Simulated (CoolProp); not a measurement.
Vapour pressure (MPa) of CF4 (R14): the reference equation beside estimates from Tc = -45.8 °C, pc = 3.762 MPa, ω = 0.178. Clausius-Clapeyron is anchored at -79.55 °C with a constant enthalpy of vaporisation of 8.597 kJ/mol.

The numbers come from the reference Helmholtz-energy equation of state, Platzer 1990 in CoolProp. This equation is an older, rougher fit; its heat capacities, sound speeds and derivatives of the liquid may be far off and weren't checked against measurements.

```tsv
T (°C)	reference	Lee-Kesler	Clausius-Clapeyron	van der Waals	Redlich-Kwong	Soave-Redlich-Kwong
-105.85	0.3844	0.3886	0.5294	0.9676	0.4939	0.3889
-102.15	0.4628	0.4682	0.6052	1.076	0.5857	0.4690
-98.35	0.5552	0.5619	0.6902	1.196	0.6918	0.5635
-94.55	0.6606	0.6686	0.7828	1.324	0.8106	0.6714
-90.85	0.7768	0.7860	0.8804	1.456	0.9392	0.7905
-87.05	0.9112	0.9215	0.9885	1.601	1.085	0.9283
-83.35	1.058	1.069	1.102	1.750	1.242	1.079
-79.55	1.226	1.238	1.226	1.912	1.418	1.251
-75.75	1.413	1.425	1.359	2.083	1.610	1.442
-72.05	1.614	1.627	1.496	2.258	1.813	1.647
-68.25	1.843	1.856	1.646	2.447	2.039	1.880
-64.45	2.095	2.108	1.804	2.645	2.282	2.135
-60.75	2.364	2.377	1.967	2.847	2.538	2.406
-56.95	2.668	2.681	2.143	3.065	2.819	2.710
```

Absolute difference from the reference over all 14 rows, mean and median: Lee-Kesler 0.9 and 1.0 %, Clausius-Clapeyron 15.0 and 13.6 %, van der Waals 69.0 and 60.7 %, Redlich-Kwong 16.7 and 16.5 %, Soave-Redlich-Kwong 1.8 and 1.8 %.
